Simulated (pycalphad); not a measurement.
Computed with pycalphad from the COST 507 light-alloy database (1999), at 1 atm. The data set is of 1999 and partly superseded. Diffusion is slow at the low end, where real alloys seldom reach equilibrium.

Problem. How does the equilibrium phase assembly of Al-0.4Si-3.13C (at.%) change on cooling from 1850 K to 500 K?

Solution. 
| T (K) | phases above | phases below |
|---|---|---|
| 930.8 | AL4C3 + LIQUID | AL4C3 + FCC_A1 + LIQUID |
| 927.8 | AL4C3 + FCC_A1 + LIQUID | AL4C3 + AL8SIC7 + FCC_A1 |
Changes were sought between steps of 25 K, so a narrower field can be missed. At the top of the range, 1850 K, the alloy is not yet fully liquid: it holds LIQUID + AL4C3.

Database names, with the compositions (at.%) that they take in these runs: AL4C3: Al 57 C 43; AL8SIC7: Al 50 C 44 Si 6. FCC_A1 is fcc.
